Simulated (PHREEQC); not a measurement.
NaOH is added in steps, without added water, to 1 kg of water holding 0.0063 mol CaCl2, 0.00029 mol Na2HPO4 and 0.3 mol KCl, at 25 °C. Oxygen is held at 0.21 atm. No CO2 enters from the air. The run lets Portlandite, Hydroxyapatite, Halite precipitate or redissolve, and no other solid.

Base run: PHREEQC, ion-association model, wateq4f.dat. Each further column changes one thing. The table gives pH.

| NaOH added (mol) | base | CaCl2 left out | CaCl2 from 0.0063 to 0.00567 mol/kgw | KCl left out | no solid may form |
|---|---|---|---|---|---|
| 0 | 6.31 | 8.49 | 6.34 | 6.02 | 7.91 |
| 9.1e-05 | 6.36 | 9.77 | 6.40 | 6.08 | 8.83 |
| 0.0002047 | 6.47 | 10.13 | 6.51 | (withheld) | 9.38 |
| 0.0002958 | 6.62 | 10.29 | 6.66 | (withheld) | (withheld) |
| 0.0004095 | 9.18 | 10.43 | 9.18 | 9.27 | 10.02 |
| 0.0005005 | 9.88 | 10.51 | 9.88 | 9.97 | (withheld) |
| 0.0006142 | 10.18 | 10.60 | 10.18 | (withheld) | 10.36 |
| 0.0007053 | 10.32 | 10.66 | 10.32 | 10.42 | 10.45 |
| 0.000819 | 10.45 | 10.73 | 10.46 | 10.55 | 10.55 |
| 0.00091 | 10.54 | 10.78 | 10.54 | 10.63 | 10.62 |

Task: Complete the blanks.

Result: 
- 0.0002047, KCl left out: 6.18
- 0.0002958, KCl left out: 6.32
- 0.0002958, no solid may form: 9.71
- 0.0005005, no solid may form: 10.20
- 0.0006142, KCl left out: 10.27

H3PO4, which wateq4f.dat lacks, is added to it with the constant of phreeqc.dat. In at least one series the solution becomes supersaturated in solids that the run did not let form, among them Hydroxyapatite. Solids allowed in the column 'CaCl2 left out': Halite.
